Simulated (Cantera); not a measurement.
A Cantera script and what it prints.

```python
import numpy as np
import cantera as ct

gas_names = [...]  # 110 gases of nasa_gas.yaml made of C, H, O
cond_names = """
    C(gr) C6H6(L) C7H8(L) C8H18(L),n-octa H2O(s) H2O(L)
""".split()


# ... load() reads the species with a 1 bar reference pressure and builds the phases ...
atoms = {
    'toluene': {'C': 7, 'H': 8},
    'H2O': {'H': 2, 'O': 1},
}
top_T = {'C(gr)': 4500}  # K; cautious upper limits of use, not melting points


# ... equilibrate(T, P, feed) seeds the gas with the atoms and calls Mixture.equilibrate('TP', solver="vcs", rtol=1e-11, max_steps=5000) ...
results = []
feed = {'toluene': 1, 'H2O': 1.8}  # mol
T = 2473.15  # K
P = 1333.22  # Pa
mix = equilibrate(T, P, feed)
results.append((T, P, feed, dict(zip(mix.species_names, mix.species_moles))))
x = sorted(zip(gas.X, gas.species_names), reverse=True)
print(f"T = {T:g} K  P = {P:g} Pa  gas = {mix.phase_moles(0):.4g} mol")
print("   x: " + "  ".join(f"{s} {v:.3e}" for v, s in x if v > 0.0001))
print("   condensed (mol): " + ("  ".join(f"{mix.phase(i).name} {mix.phase_moles(i):.4g}"
      for i in range(1, mix.n_phases) if mix.phase_moles(i) > 1e-12) or "none"))
```

Output:

```
T = 2473.15 K  P = 1333.22 Pa  gas = 8.228 mol
   x: H2 6.226e-01  CO 2.188e-01  H 1.525e-01  C2H2,acetylene 6.007e-03
   condensed (mol): C(gr) 5.098
```

Equilibrium computed with Cantera from the NASA thermochemical tables; the gas is ideal and each condensed phase is pure.
